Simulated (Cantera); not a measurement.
Feed: 1 mol CH3OH, 25 mol H2, equilibrated at 1.00 bar.

Method: chemical equilibrium by Gibbs-energy minimisation in Cantera with the NASA 1993 tables (ideal gas, pure condensed phases). Candidate condensed phases: C, C6H6, C7H8, C8H18, H2O; 131 gas species. Ions and electrons are included (thermal ionisation). Equilibrium is a limit: real reactors are often held back by kinetics, nucleation or transport.

log p: log10 of the partial pressure in bar; nothing condenses.

```tsv
T (K)	log p H	log p H2	log p CO	log p C
3000	-0.84	-0.08	-1.48	-6.20
3250	-0.57	-0.15	-1.51	-5.44
3500	-0.36	-0.27	-1.55	-4.88
3750	-0.22	-0.43	-1.61	-4.50
4000	-0.12	…	-1.65	…
4250	-0.07	-0.90	-1.69	-3.80
4500	-0.04	-1.16	-1.72	-3.47
4750	-0.03	…	-1.74	…
5000	-0.02	-1.65	-1.76	-2.87
```

### Question
Complete the blanks.

### Answer

- 4000, log p H2: -0.65
- 4000, log p C: -4.15
- 4750, log p H2: -1.41
- 4750, log p C: -3.15
